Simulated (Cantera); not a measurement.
Ignition delay

Mixture: 5.26 % C3H8, 26.3 % O2, 68.4 % N2, equivalence ratio 1.0, at 140000 Pa, adiabatic and at constant pressure. Ignition delay is the time to a rise of 400 K.

Detailed kinetics in Cantera: GRI-Mech 3.0 (53 species, 325 reactions). GRI-Mech 3.0 was tuned for natural gas; its chemistry of propane as a main component is partial and can be far from experiment.

| T0 (K) | delay (ms) |
|---|---|
| 1000 | 344 |
| 1100 | 36.4 |
| 1200 | 4.29 |
| 1300 | 0.679 |
| 1400 | 0.156 |
| 1500 | 0.0514 |
| 1600 | 0.0226 |
| 1700 | 0.0122 |
| 1800 | 0.00770 |

```
Item                                                    Result
--------------------------------------------------  ----------
apparent activation energy between 1600 and 1800 K  130 kJ/mol
```
